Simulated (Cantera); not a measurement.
A closed system holds: 1 mol trisilylamine, 14 mol N₂, equilibrated at 0.330 Torr.

These are equilibrium values from Cantera (NASA tables, ideal gas, pure condensed phases), not measurements of a reactor. Candidate condensed phases: Si, Si₃N₄; 18 gas species. The feed counts by its element totals alone. Gases not in the tables: Si₂H₆ and higher silanes. Kinetics and transport are ignored.

**Question.** Which condensed phases are stable at each of these points (T (K)): 1198, 1273, 1348, 1423, 1498, 1573, 1648, 1723, 1798, 1873, 1948, 2023, 2098?

**Answer.** 
```csv
T (K),condensed phases,Si condensed (%)
1198,Si₃N₄(s),100.0
1273,Si₃N₄(s),100.0
1348,Si₃N₄(s),100.0
1423,Si₃N₄(s),100.0
1498,Si₃N₄(s),100.0
1573,Si₃N₄(s),99.9
1648,Si(s),99.6
1723,Si(l),98.5
1798,Si(l),95.2
1873,Si(l),86.2
1948,Si(l),62.3
2023,gas only,0.0
2098,gas only,0.0
```

From 1198 K to 1573 K the condensed part is Si₃N₄(s). At 1648 K the condensed part is Si(s). From 1723 K to 1948 K the condensed part is Si(l). From 2023 K to 2098 K nothing is condensed.
